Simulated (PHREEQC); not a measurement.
Consider water at 53 °C with 0.22 mol/kgw HF, 0.00051 mol/kgw NH4F and 0.12 mol/kgw H2SiF6. Closed to the air; pH follows from the charge balance.

Model: ion-association model, phreeqc.dat, run in PHREEQC.

```
Quantity                  Result
-----------------  -------------
pH                          0.73
ionic strength     0.361 mol/kgw
activity of water          0.990
density              1.000 g/cm³
total alkalinity     -940 meq/kg
```

| species | molality | activity | log γ |
|---|---|---|---|
| H+ | 0.241 | 0.185 | -0.115 |
| HF | 0.218 | 0.237 | 0.036 |
| SiF6-2 | 0.120 | 0.0271 | -0.646 |
| F- | 0.000780 | 0.000504 | -0.190 |
| HF2- | 0.000725 | 0.000521 | -0.144 |
| NH4+ | 0.000510 | 0.000311 | -0.215 |
| H4SiO4 | 8.80e-9 | 9.56e-9 | 0.036 |

No solid was allowed to form. Constants without temperature data keep their 25 °C values here. SiF6-2 is the database's only silicon fluoride.
